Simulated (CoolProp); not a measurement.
Computed with CoolProp (reference Helmholtz-energy equation of state, Lemmon 2006). It is a short technical equation, of lower accuracy than the large ones.

### Question
Give the vapour pressure (kPa), liquid cp (kJ/(kg K)), surface tension (mN/m) of saturated carbon monoxide at 91, 112.3 K.

### Answer
```csv
T (K),p (kPa),liquid cp (kJ/(kg K)),surface tension (mN/m)
91,261,2.20,7.55
112.3,1220,2.65,3.34
```

Surface tension comes from a separate correlation (Mulero 2012).
